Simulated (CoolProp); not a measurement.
Properties of toluene along the isobar 0.356 MPa.

Computed with CoolProp (reference Helmholtz-energy equation of state, Lemmon 2006). It is a short technical equation, of lower accuracy than the large ones.

| T (°C) | phase | cv (kJ/(kg K)) | Joule-Thomson coefficient (K/MPa) | viscosity (µPa s) | conductivity (mW/(m K)) |
|---|---|---|---|---|---|
| 69.25 | liquid | 1.399 | -0.3933 | 349 | 118 |
| 82.75 | liquid | [?] | -0.3699 | 310 | 115 |
| 96.25 | liquid | 1.485 | -0.3449 | 278 | 111 |
| 109.75 | liquid | 1.527 | -0.3181 | 251 | 108 |
| 123.25 | liquid | 1.570 | -0.2888 | 227 | [?] |
| 136.75 | liquid | 1.613 | -0.2563 | 207 | 101 |
| 150.25 | liquid | 1.655 | -0.2196 | 189 | 97.8 |
| 163.75 | gas | 1.595 | 23.55 | 9.95 | 22.8 |
| 177.25 | gas | 1.635 | 20.69 | 10.3 | 24.2 |
| 190.75 | gas | 1.675 | 18.34 | 10.6 | 25.6 |
| 204.25 | gas | 1.715 | 16.39 | 10.9 | 27.1 |
| 217.75 | gas | 1.754 | 14.74 | 11.2 | 28.6 |
| 231.25 | gas | 1.793 | 13.33 | 11.6 | 30.1 |
| 244.75 | gas | 1.832 | 12.12 | 11.9 | 31.6 |
| 258.25 | gas | 1.869 | 11.07 | 12.2 | [?] |

Q: Fill in the missing entries.

A: 
- 82.75, cv (kJ/(kg K)): 1.442
- 123.25, conductivity (mW/(m K)): 104
- 258.25, conductivity (mW/(m K)): 33.1

Viscosity comes from a separate model (Avgeri 2015). Thermal conductivity comes from a separate model (Assael 2012).
